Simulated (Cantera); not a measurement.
Feed: 1 mol BN, 18 mol H2O, at 10.0 mbar.

Cantera equilibrium calculation (NASA polynomials, part measured and part estimated; ideal gas, pure solids and liquids). Candidate condensed phases: B, BN, B2O3, B3O3H3, H2O; 39 gas species. Gases not in the tables: H3BO3. Equilibrium is a limit: real reactors are often held back by kinetics, nucleation or transport. All values below are at 1673 K.

Base state: H2O 0.842, H2 0.0789, HBO2 0.0522, N2 0.0263, H 0.000320, B2O3 0.000183, OH 0.000164, BO2 1.24e-5 (mole fractions); condensed: gas only.

Question: What changes in the equilibrium state with this change: H2O from 18 to 0.13 mol?

Answer: 
```tsv
species	before	after
H2	0.0789	0.647
N2	0.0263	0.231
B2O3	0.000183	0.0508
H2O	0.842	0.000620
HBO	6.98e-6	0.0352
HBO2	0.0522	0.0236
B2O2	3.03e-9	0.00938
OH	0.000164	4.22e-8
BO	5.86e-7	0.00103
BN(s), mol	0	0.911
B2O3(l), mol	0	0.0270
```
Mutual solubility and eutectic melting of coexisting phases are not modelled.
